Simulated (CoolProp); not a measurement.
A Linde-Hampson liquefier for normal hydrogen: isothermal reversible compression at 290 K from 1 atm to 40 MPa, throttling to 1 atm, return gas leaving the recuperator 0 K below the feed. Each further row changes one setting.

Values from CoolProp's reference Helmholtz-energy equation of state, Leachman 2009.

```csv
case,compression work (kJ/kg of gas)
as stated,7450
high pressure 80 MPa,8590
warm-end temperature 320 K,8200
warm-end gap 5 K,7450
```
